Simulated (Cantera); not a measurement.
A Cantera script and what it prints.

```python
import numpy as np
import cantera as ct

gas_names = """
    Ba BaF BaF2 F F2 H HF H2 H2F2 H3F3 H4F4 H5F5 H6F6 H7F7
""".split()
cond_names = """
    Ba(cr) Ba(L) BaF2(a) BaF2(b,c) BaF2(L)
""".split()


# ... load() reads the species with a 1 bar reference pressure and builds the phases ...
atoms = {
    'BaF2': {'Ba': 1, 'F': 2},
    'H2': {'H': 2},
}
top_T = {}  # K; cautious upper limits of use, not melting points


# ... equilibrate(T, P, feed) seeds the gas with the atoms and calls Mixture.equilibrate('TP', solver="vcs", rtol=1e-11, max_steps=5000) ...
results = []
feed = {'BaF2': 1, 'H2': 0.76}  # mol
P = 13332.2  # Pa
for T in [698, 848, 998, 1148, 1298, 1448, 1598, 1748, 1898, 2048]:
    mix = equilibrate(T, P, feed)
    results.append((T, P, feed, dict(zip(mix.species_names, mix.species_moles))))
    x = sorted(zip(gas.X, gas.species_names), reverse=True)
    print(f"T = {T:g} K  P = {P:g} Pa  gas = {mix.phase_moles(0):.4g} mol")
    print("   x: " + "  ".join(f"{s} {v:.3e}" for v, s in x if v > 0.001))
    print("   condensed (mol): " + ("  ".join(f"{mix.phase(i).name} {mix.phase_moles(i):.4g}"
          for i in range(1, mix.n_phases) if mix.phase_moles(i) > 1e-12) or "none"))
```

Output:

```
T = 698 K  P = 13332.2 Pa  gas = 0.76 mol
   x: H2 1.000e+00
   condensed (mol): BaF2(a) 1
T = 848 K  P = 13332.2 Pa  gas = 0.76 mol
   x: H2 1.000e+00
   condensed (mol): BaF2(a) 1
T = 998 K  P = 13332.2 Pa  gas = 0.76 mol
   x: H2 1.000e+00
   condensed (mol): BaF2(a) 1
T = 1148 K  P = 13332.2 Pa  gas = 0.76 mol
   x: H2 1.000e+00
   condensed (mol): BaF2(a) 1
T = 1298 K  P = 13332.2 Pa  gas = 0.76 mol
   x: H2 1.000e+00
   condensed (mol): BaF2(a) 1
T = 1448 K  P = 13332.2 Pa  gas = 0.7601 mol
   x: H2 9.998e-01
   condensed (mol): BaF2(a) 0.9999
T = 1598 K  P = 13332.2 Pa  gas = 0.7615 mol
   x: H2 9.977e-01  BaF2 1.309e-03
   condensed (mol): BaF2(b,c) 0.9987
T = 1748 K  P = 13332.2 Pa  gas = 0.7715 mol
   x: H2 9.836e-01  BaF2 1.096e-02  HF 2.422e-03  BaF 2.387e-03
   condensed (mol): BaF2(L) 0.9897
T = 1898 K  P = 13332.2 Pa  gas = 0.8229 mol
   x: H2 9.176e-01  BaF2 6.096e-02  HF 9.705e-03  BaF 9.590e-03  H 2.051e-03
   condensed (mol): BaF2(L) 0.9419
T = 2048 K  P = 13332.2 Pa  gas = 1.09 mol
   x: H2 6.801e-01  BaF2 2.561e-01  HF 2.942e-02  BaF 2.913e-02  H 5.058e-03
   condensed (mol): BaF2(L) 0.6889
```

Cantera equilibrium calculation (NASA polynomials, part measured and part estimated; ideal gas, pure solids and liquids).
